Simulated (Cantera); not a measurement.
An isothermal, constant-pressure homogeneous reactor starts with 59.9 % N₂O, 40.1 % N₂, at 1425 K and 750 Torr.

Detailed kinetics in Cantera: GRI-Mech 3.0 (53 species, 325 reactions). GRI-Mech 3.0 was tuned for natural gas; its chemistry of N2O as a main component is partial and can be far from experiment. The temperature is held fixed by assumption; the heat of reaction is taken as removed at once.

x: mole fraction; the columns are a selection and need not sum to one.

```csv
t (s),x N₂O,x N₂,x O,x NO₂,x O₂,x NO
9.00e-6,0.599,0.401,2.65e-5,2.59e-10,2.37e-5,1.26e-5
4.56e-5,0.598,0.402,3.19e-5,(withheld),(withheld),(withheld)
0.000231,0.595,0.403,3.19e-5,5.28e-7,0.00112,0.000592
0.00117,0.580,0.411,3.17e-5,(withheld),(withheld),(withheld)
0.00592,0.512,0.448,3.07e-5,8.77e-5,0.0265,0.0138
0.0300,0.290,0.567,2.54e-5,0.000340,0.0948,0.0470
0.152,0.0388,0.708,8.18e-6,0.000550,0.178,0.0750
0.770,4.25e-5,0.732,6.24e-7,0.000492,0.192,0.0756
3.90,1.81e-6,0.732,6.13e-7,0.000490,0.192,0.0755
19.7,1.78e-6,0.732,6.14e-7,0.000487,0.193,0.0748
100,1.65e-6,0.734,6.16e-7,0.000469,0.194,0.0718
```

Task: Complete the blanks.

Result: 
- 4.56e-5, x NO₂: 1.83e-8
- 4.56e-5, x O₂: 0.000201
- 4.56e-5, x NO: 0.000107
- 0.00117, x NO₂: 1.00e-5
- 0.00117, x O₂: 0.00566
- 0.00117, x NO: 0.00299
